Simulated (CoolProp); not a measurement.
Properties of R124 along the isobar 0.101 MPa (Tc = 395.4 K, pc = 3.624 MPa, ω = 0.288).

Model: reference Helmholtz-energy equation of state, de Vries 1995, in CoolProp.

```csv
T (K),phase,density (kg/m³),expansivity (1/kK),fugacity coefficient
185.1,liquid,1684,1.552,0.008089
193.9,liquid,1661,1.585,0.01785
202.6,liquid,1638,1.623,0.03601
211.4,liquid,1614,1.665,0.06826
220.2,liquid,1590,1.713,0.1216
229,liquid,1566,1.768,0.2052
237.7,liquid,1542,1.829,0.3284
246.5,liquid,1517,1.899,0.5066
255.3,liquid,1491,1.980,0.7525
264.1,gas,6.547,4.435,0.9607
```
